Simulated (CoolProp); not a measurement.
Carbon dioxide along the isotherm 295.4 K: Z from the reference equation and from simpler models built on Tc = 304.1 K, pc = 73.77 bar, ω = 0.224; each cubic takes its own stable root.

The numbers come from the reference Helmholtz-energy equation of state, Span 1996 in CoolProp.

```tsv
p (bar)	phase	reference
13.2	gas	0.9289
26.3	gas	0.8492
39.5	gas	0.7542
52.7	gas	0.6281
65.9	liquid	0.1533
79	liquid	0.1760
92.2	liquid	0.1995
105	liquid	0.2223
119	liquid	0.2472
132	liquid	0.2700
145	liquid	0.2927
158	liquid	0.3152
171	liquid	0.3375
184	liquid	0.3596
```

Q: How far does each simpler model (van der Waals, Redlich-Kwong, Peng-Robinson) lie from the reference over these 14 states: mean and median of the absolute difference, and the worst?

A: 
- van der Waals: mean 35.4 %, median 43.2 %, worst +65.8 % at 295.4 K and 65.9 bar
- Redlich-Kwong: mean 12.3 %, median 13.5 %, worst +27.5 % at 295.4 K and 65.9 bar
- Peng-Robinson: mean 2.6 %, median 1.7 %, worst +9.4 % at 295.4 K and 65.9 bar
